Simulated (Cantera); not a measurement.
Charge: 1 mol toluene, 0.12 mol NH3, 0.82 mol H2, equilibrated at 748.15 K and 13.3 mbar.

These are equilibrium values from Cantera (NASA tables, ideal gas, pure condensed phases), not measurements of a reactor. Candidate condensed phases: C, C6H6, C7H8, C8H18; 92 gas species. Kinetics and transport are ignored.

Base state: H2 0.948, CH4 0.0396, N2 0.0123 (mole fractions); condensed: C(graphite).

What changes in the equilibrium state with this change: NH3 from 0.12 to 0.066 mol?


| species | before | after |
|---|---|---|
| H2 | 0.948 | 0.953 |
| CH4 | 0.0396 | 0.0400 |
| N2 | 0.0123 | 0.00693 |
| C(graphite), mol | 6.81 | 6.81 |

What changes in the equilibrium state with this change: temperature from 748.15 K to 1298.15 K?


| species | before | after |
|---|---|---|
| H2 | 0.948 | 0.988 |
| N2 | 0.0123 | 0.0118 |
| CH4 | 0.0396 | 0.000104 |
| HCN | 2.51e-9 | 2.20e-5 |
| C(graphite), mol | 6.81 | 7.00 |

What changes in the equilibrium state with this change: NH3 from 0.12 to 0.013 mol?


```csv
species,before,after
H2,0.948,0.958
CH4,0.0396,0.0404
N2,0.0123,0.00139
"C(graphite), mol",6.81,6.81
```
